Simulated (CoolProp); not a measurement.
Saturation properties of p-xylene (Tc = 616.2 K, pc = 3.532 MPa, ω = 0.324).

Model: reference Helmholtz-energy equation of state, Zhou 2012, in CoolProp.

```
T (K)  p (MPa)  vapour Z  liquid viscosity (µPa s)  vapour viscosity (µPa s)
-----  -------  --------  ------------------------  ------------------------
351.3  0.01456    0.9880                       351                      7.56
360.7  0.02074    0.9845                       324                      7.74
370    0.02883    0.9803                       300                      7.92
379.4  0.03944    0.9755                       279                      8.10
388.8  0.05301    0.9698                       260                      8.28
398.1  0.06987    0.9635                       242                      8.46
407.5  0.09101    0.9562                       227                      8.64
416.9   0.1169    0.9480                       212                      8.82
426.2   0.1479    0.9390                       199                      9.00
435.6   0.1854    0.9289                       186                      9.18
445     0.2298    0.9178                       174                      9.37
454.3   0.2815    0.9057                       163                      9.55
463.7   0.3423    0.8924                       153                      9.74
473     0.4118    0.8780                       143                      9.94
```

It boils at 411.5 K under 1 atm.

Viscosity comes from a separate model (Balogun 2015).
